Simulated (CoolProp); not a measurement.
Vapour-liquid equilibrium of diethyl ether (1) + acetone (2) at 0.3 bar; x and y are mole fractions of (1).

Values from CoolProp's multi-fluid Helmholtz-energy mixture model, Thol 2014 and Lemmon 2006; pair parameters Bell 2016.

```json
[
 {"x": "0.05", "bubble temperature, mixture model (K)": "…", "bubble temperature, Raoult's law (K)": "296.1", "y, mixture model": "0.161", "y, Raoult's law": "0.110"},
 {"x": "0.2", "bubble temperature, mixture model (K)": "…", "bubble temperature, Raoult's law (K)": "292.0", "y, mixture model": "0.474", "y, Raoult's law": "0.375"},
 {"x": "0.35", "bubble temperature, mixture model (K)": "283.5", "bubble temperature, Raoult's law (K)": "288.5", "y, mixture model": "0.639", "y, Raoult's law": "0.568"},
 {"x": "0.5", "bubble temperature, mixture model (K)": "280.8", "bubble temperature, Raoult's law (K)": "285.4", "y, mixture model": "0.735", "y, Raoult's law": "0.713"},
 {"x": "0.65", "bubble temperature, mixture model (K)": "279.2", "bubble temperature, Raoult's law (K)": "282.7", "y, mixture model": "…", "y, Raoult's law": "0.824"},
 {"x": "0.8", "bubble temperature, mixture model (K)": "278.0", "bubble temperature, Raoult's law (K)": "280.2", "y, mixture model": "0.867", "y, Raoult's law": "0.911"},
 {"x": "0.95", "bubble temperature, mixture model (K)": "277.4", "bubble temperature, Raoult's law (K)": "278.0", "y, mixture model": "0.956", "y, Raoult's law": "0.980"}
]
```

Complete the blanks.


- 0.05, bubble temperature, mixture model (K): 294.7
- 0.2, bubble temperature, mixture model (K): 287.9
- 0.65, y, mixture model: 0.803

The largest gap from Raoult's law is -5.0 K in bubble temperature, at x = 0.35. No azeotrope shows between x = 0.05 and 0.95.

Pair parameters are fitted to limited data, so mixtures are less certain than the pure fluids.
